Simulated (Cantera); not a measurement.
Input: 1 mol B₂H₆, 0.083 mol O₂, held at 1675 K and 0.133 bar.

These are equilibrium values from Cantera (NASA tables, ideal gas, pure condensed phases), not measurements of a reactor. The feed counts by its element totals alone. The tables' values for BH₂ are old estimates; treat these amounts as uncertain. The numbers say what is thermodynamically allowed, not how fast it happens.

```csv
species,before,after
H₂,0.956,0.951
HBO,0.0345,0.0394
B₂O₂,0.00606,0.00569
H,0.000311,0.00142
B₃O₃H₃,0.000665,1.70e-5
BO,0.000231,0.000993
BH₂,4.77e-5,0.000173
B₂O₃,0.00116,0.000390
HBO₂,0.000814,0.000367
H₂O,3.26e-5,2.78e-5
"B(s), mol",1.84,1.84
```
Gas species are given as mole fractions.

Q: Name the change that produced these shifts.
A) temperature from 1675 K to 1848 K
B) O₂ from 0.083 to 0.062 mol
C) O₂ from 0.083 to 5.1 mol
D) temperature from 1675 K to 1200 K

A: A, temperature from 1675 K to 1848 K
